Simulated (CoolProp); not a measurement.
Vapour-liquid equilibrium of R125 (1) + dimethyl ether (2) at 674 kPa; x and y are mole fractions of (1).

The numbers come from the multi-fluid Helmholtz-energy mixture model, Lemmon 2005 and Wu 2011; pair parameters Bell 2016 in CoolProp.

```
x     bubble temperature, mixture model (K)  bubble temperature, Raoult's law (K)  y, mixture model  y, Raoult's law
----  -------------------------------------  ------------------------------------  ----------------  ---------------
0.05                                  302.0                                 300.6             0.069            0.109
0.15                                  300.2                                 296.4             0.206            0.293
0.25                                  298.1                                 292.7             0.342            0.441
0.35                                  295.6                                 289.3             0.475            0.563
0.45                                  292.7                                 286.2             0.600            0.664
0.55                                  289.4                                 283.5             0.714            0.748
0.65                                  285.8                                 280.9             0.811            0.820
0.75                                  282.0                                 278.5             0.890            0.881
0.85                                  278.3                                 276.3             0.947            0.934
0.95                                  274.9                                 274.3             0.986            0.979
```

The largest gap from Raoult's law is +6.5 K in bubble temperature, at x = 0.45. No azeotrope shows between x = 0.05 and 0.95.

Pair parameters are fitted to limited data, so mixtures are less certain than the pure fluids.
